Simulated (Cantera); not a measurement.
A freely propagating, adiabatic, planar premixed flame of 12.8 % CH3OH, 21.7 % O2, 65.5 % N2, unburnt at 323 K and 750 Torr; mixture-averaged transport, grid criteria slope 0.08 and curve 0.16, no radiation.

Model: GRI-Mech 3.0 (53 species, 325 reactions), integrated in Cantera. GRI-Mech 3.0 was tuned for natural gas; its chemistry of methanol as a main component is partial and can be far from experiment. Burning velocities carry a grid error of a few per cent, more on coarse grids.

x: mole fraction of selected species; z is measured from the peak of heat release.

| z (mm) | T (K) | u (m/s) | x CH3OH | x O2 | x CO2 | x C2H2 | x H2 | x HCO |
|---|---|---|---|---|---|---|---|---|
| -0.912 | 323 | 0.544 | 0.128 | 0.217 | 1.01e-7 | <1e-8 | 0.000828 | <1e-8 |
| -0.608 | 325 | 0.548 | 0.127 | 0.216 | 4.57e-6 | <1e-8 | 0.00294 | <1e-8 |
| -0.456 | 331 | 0.560 | 0.127 | 0.215 | 2.87e-5 | <1e-8 | 0.00561 | <1e-8 |
| -0.304 | 389 | 0.665 | 0.123 | 0.209 | 0.000419 | <1e-8 | 0.0114 | <1e-8 |
| -0.152 | 799 | 1.41 | 0.0927 | 0.173 | 0.00617 | 3.35e-8 | 0.0204 | 1.48e-8 |
| -0.0760 | 1227 | 2.24 | 0.0506 | 0.133 | 0.0157 | 8.21e-8 | 0.0249 | 9.61e-6 |
| 0 | 1669 | 3.13 | 0.00636 | 0.0884 | 0.0320 | 1.55e-7 | 0.0252 | 0.000206 |
| 0.0760 | 1814 | 3.41 | 4.14e-5 | 0.0628 | 0.0513 | 4.75e-8 | 0.0168 | 1.58e-5 |
| 0.152 | 1872 | 3.49 | 6.99e-8 | 0.0509 | 0.0668 | <1e-8 | 0.0129 | 2.00e-7 |
| 0.304 | 1953 | 3.61 | <1e-8 | 0.0428 | 0.0831 | <1e-8 | 0.0117 | 5.55e-8 |
| 0.608 | 2051 | 3.77 | <1e-8 | ? | 0.0930 | <1e-8 | ? | ? |
| 1.22 | 2150 | 3.92 | <1e-8 | 0.0338 | 0.0988 | <1e-8 | 0.00778 | 1.06e-8 |
| 2.43 | 2230 | 4.05 | <1e-8 | ? | 0.104 | <1e-8 | ? | <1e-8 |

Problem. Fill in the missing entries.

Solution. 
- 0.608, x O2: 0.0378
- 0.608, x H2: 0.0103
- 0.608, x HCO: 2.62e-8
- 2.43, x O2: 0.0305
- 2.43, x H2: 0.00537
